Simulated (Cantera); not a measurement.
An isothermal, constant-pressure homogeneous reactor starts with 2.12 % H2, 97.9 % O2, at 1323 K and 2670 Pa.

Cantera simulation using the H2/O2 subset of GRI-Mech 3.0, which has no nitrogen chemistry; the numbers are that mechanism's predictions, not measurements. Radical loss at walls, strong at low pressure, is not modelled.

x: mole fraction; the columns are a selection and need not sum to one.

| t (s) | x H2 | x O2 | x OH | x O | x H | x H2O2 | x HO2 |
|---|---|---|---|---|---|---|---|
| 0.000200 | 0.0212 | 0.979 | 1.33e-7 | 1.66e-7 | 3.62e-8 | 5.52e-11 | 6.31e-8 |
| 0.000469 | 0.0212 | 0.979 | 2.30e-6 | 2.96e-6 | 5.77e-7 | 2.90e-10 | 1.55e-7 |
| 0.00110 | 0.0187 | 0.977 | 0.00109 | 0.00149 | 0.000297 | … | 2.17e-6 |
| 0.00257 | 0.000199 | 0.960 | 0.00232 | 0.0168 | 0.00137 | … | 2.26e-6 |
| 0.00603 | 0.000156 | 0.962 | 0.00214 | 0.0155 | 0.00116 | 5.63e-8 | 2.13e-6 |
| 0.0141 | 0.000129 | 0.965 | 0.00195 | 0.0126 | 0.000853 | 5.43e-8 | 1.96e-6 |
| 0.0331 | 8.58e-5 | 0.969 | 0.00159 | 0.00825 | 0.000456 | … | 1.62e-6 |
| 0.0777 | 4.10e-5 | 0.974 | 0.00111 | 0.00388 | 0.000148 | … | 1.11e-6 |
| 0.182 | 1.36e-5 | 0.977 | 0.000637 | 0.00127 | 2.78e-5 | … | 5.79e-7 |
| 0.427 | 3.51e-6 | 0.978 | 0.000325 | 0.000327 | 3.65e-6 | … | 2.29e-7 |
| 1.00 | 8.54e-7 | 0.978 | 0.000161 | 7.94e-5 | 4.38e-7 | … | 7.77e-8 |

Question: Fill in the missing entries.

Answer: 
- 0.00110, x H2O2: 1.89e-8
- 0.00257, x H2O2: 6.12e-8
- 0.0331, x H2O2: 4.94e-8
- 0.0777, x H2O2: 3.93e-8
- 0.182, x H2O2: 2.49e-8
- 0.427, x H2O2: 1.23e-8
- 1.00, x H2O2: 4.94e-9
